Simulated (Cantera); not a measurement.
Cantera with NASA thermochemical tables; ideal gases at 1 bar, condensed phases pure. Values are per mole of reaction as written; species without (g) are pure solids or liquids, kept so even where they would boil at 1 bar.

4 Nb2O5 + N2(g) → 8 NbO2 + 2 NO2(g)

```csv
T (K),ΔH° (kJ),ΔS° (J/K),ΔG° (kJ),log10 K,condensed phases
300,1306.9,175.1,1254.4,-218.40,"Nb2O5(s), NbO2(s)"
1400,1363.7,221.9,1053.1,-39.29,"Nb2O5(s), NbO2(s)"
1500,1365.3,223.0,1030.9,-35.90,"Nb2O5(s), NbO2(s)"
1600,1366.8,223.9,1008.5,-32.92,"Nb2O5(s), NbO2(s)"
1700,1368.1,224.7,986.1,-30.30,"Nb2O5(s), NbO2(s)"
1800,?,?,?,?,"Nb2O5(l), NbO2(s)"
1900,926.2,-22.4,968.7,-26.63,"Nb2O5(l), NbO2(s)"
2000,903.7,-33.9,971.6,-25.37,"Nb2O5(l), NbO2(s)"
2100,?,?,?,?,"Nb2O5(l), NbO2(s)"
2200,1597.6,284.4,972.0,-23.08,"Nb2O5(l), NbO2(l)"
2300,1584.2,278.4,943.9,-21.44,"Nb2O5(l), NbO2(l)"
2400,1570.8,272.7,916.3,-19.94,"Nb2O5(l), NbO2(l)"
```

**Question.** Some entries are withheld; supply them.

**Answer.** 
- 1800, ΔH° (kJ): 948.7
- 1800, ΔS° (J/K): -10.2
- 1800, ΔG° (kJ): 967.1
- 1800, log10 K: -28.06
- 2100, ΔH° (kJ): 881.4
- 2100, ΔS° (J/K): -44.8
- 2100, ΔG° (kJ): 975.5
- 2100, log10 K: -24.26
